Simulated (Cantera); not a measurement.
A perfectly stirred reactor is fed with H2 : O2 : N2 = 1.7 : 1 : 1.2 (molar parts), equivalence ratio 0.85, at 75000 Pa; it is held at 1150 K, and followed from long to short residence time.

Computed with Cantera and the H2/O2 subset of GRI-Mech 3.0, which has no nitrogen chemistry. The temperature is held fixed by assumption; the heat of reaction is taken as removed at once.

**Question.** What does this change do: temperature 1150 to 1248 K?

**Answer.** 
```json
[
 {"quantity": "x(H2) at τ = 0.850 s", "before": "0.00302", "after": "0.000465"},
 {"quantity": "x(O2) at τ = 0.850 s", "before": "0.0506", "after": "0.0494"},
 {"quantity": "x(H2O) at τ = 0.850 s", "before": "0.553", "after": "0.557"},
 {"quantity": "x(H) at τ = 0.850 s", "before": "3.79e-6", "after": "4.42e-6"},
 {"quantity": "x(H2O2) at τ = 0.850 s", "before": "7.18e-6", "after": "6.25e-7"},
 {"quantity": "x(H2) at τ = 7.40 ms", "before": "0.0191", "after": "0.00749"},
 {"quantity": "x(O2) at τ = 7.40 ms", "before": "0.0581", "after": "0.0524"},
 {"quantity": "x(H2O) at τ = 7.40 ms", "before": "0.532", "after": "0.547"},
 {"quantity": "x(H) at τ = 7.40 ms", "before": "0.000330", "after": "0.000449"},
 {"quantity": "x(H2O2) at τ = 7.40 ms", "before": "1.14e-5", "after": "6.27e-6"}
]
```
